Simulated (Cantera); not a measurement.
# NO annealing gas

An isothermal, constant-pressure homogeneous reactor starts with 78.1 % NO, 21.9 % N₂, at 1675 K and 100.0 Torr.

Cantera simulation using GRI-Mech 3.0 (53 species, 325 reactions); the numbers are that mechanism's predictions, not measurements.

| t (s) | x NO | x O₂ | x N₂ | x NO₂ | x O | x N₂O |
|---|---|---|---|---|---|---|
| 0.000400 | 0.781 | 8.99e-9 | 0.219 | 7.40e-7 | 1.53e-6 | 2.25e-6 |
| 0.00144 | 0.781 | 9.67e-8 | 0.219 | 5.50e-6 | 2.70e-6 | 7.98e-6 |
| 0.00517 | 0.781 | 1.20e-6 | 0.219 | 2.55e-5 | 3.79e-6 | 2.74e-5 |
| 0.0186 | 0.781 | 1.97e-5 | 0.219 | 8.41e-5 | 6.34e-6 | 8.38e-5 |
| 0.0667 | 0.780 | 0.000221 | 0.219 | 0.000141 | 8.83e-6 | 0.000182 |
| 0.240 | 0.778 | 0.00120 | 0.220 | 0.000160 | 9.86e-6 | 0.000220 |
| 0.862 | 0.771 | 0.00476 | 0.224 | 0.000194 | 1.15e-5 | 0.000216 |
| 3.10 | 0.746 | 0.0172 | 0.236 | 0.000280 | 1.58e-5 | 0.000199 |
| 11.1 | 0.666 | 0.0570 | 0.276 | 0.000422 | 2.46e-5 | 0.000155 |
| 40.0 | 0.471 | 0.155 | 0.374 | 0.000487 | 3.82e-5 | 7.43e-5 |
x: mole fraction; the columns are a selection and need not sum to one.

Equilibrium at this temperature and pressure: NO 0.00316, O₂ 0.389, N₂ 0.608, NO₂ 5.21e-6, O 5.87e-5, N₂O 5.95e-8 (gas phase only).
